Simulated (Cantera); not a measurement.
An isothermal, constant-pressure homogeneous reactor starts with CH4 : H2O : H2 = 1 : 0.36 : 0.15 (molar parts), at 1425 K and 0.188 atm. Integrator tolerance rtol = 1e-08.

Detailed kinetics in Cantera: GRI-Mech 3.0 (53 species, 325 reactions). GRI-Mech 3.0 stops at C3 and has no aromatics, soot or wall deposition, so with more carbon than oxygen in the feed, carbon stays in small species such as C2H2 where larger ones or solid carbon would form.

Problem. What does this change do: pressure from 0.188 atm to 9.08 atm?

Solution. 
```json
[
 {"quantity": "x(CH4) at 100 s", "before": "0.0759 (gas-phase equilibrium 0.0645)", "after": "0.372 (gas-phase equilibrium 0.274)"},
 {"quantity": "x(H2O) at 100 s", "before": "0.0768 (gas-phase equilibrium 3.06e-7)", "after": "0.0746 (gas-phase equilibrium 9.72e-5)"},
 {"quantity": "x(H2) at 100 s", "before": "0.649 (gas-phase equilibrium 0.714)", "after": "0.432 (gas-phase equilibrium 0.560)"},
 {"quantity": "x(C2H4) at 100 s", "before": "0.00941 (gas-phase equilibrium 0.00677)", "after": "0.0127 (gas-phase equilibrium 0.00410)"},
 {"quantity": "x(CH2) at 100 s", "before": "8.29e-10 (gas-phase equilibrium 3.37e-10)", "after": "6.91e-11 (gas-phase equilibrium 3.77e-11)"},
 {"quantity": "x(C2H) at 100 s", "before": "2.71e-9 (gas-phase equilibrium 1.73e-9)", "after": "2.03e-11 (gas-phase equilibrium 4.47e-12)"}
]
```

Problem. What does this change do: temperature 1425 to 1600 K?

Solution. 
```csv
quantity,before,after
x(CH4) at 100 s,0.0759 (gas-phase equilibrium 0.0645),0.0124 (gas-phase equilibrium 0.0124)
x(H2O) at 100 s,0.0768 (gas-phase equilibrium 3.06e-7),4.56e-6 (gas-phase equilibrium 2.21e-7)
x(H2) at 100 s,0.649 (gas-phase equilibrium 0.714),0.753 (gas-phase equilibrium 0.753)
x(C2H4) at 100 s,0.00941 (gas-phase equilibrium 0.00677),0.00166 (gas-phase equilibrium 0.00166)
x(CH2) at 100 s,8.29e-10 (gas-phase equilibrium 3.37e-10),4.93e-9 (gas-phase equilibrium 4.93e-9)
x(C2H) at 100 s,2.71e-9 (gas-phase equilibrium 1.73e-9),5.11e-8 (gas-phase equilibrium 5.11e-8)
```
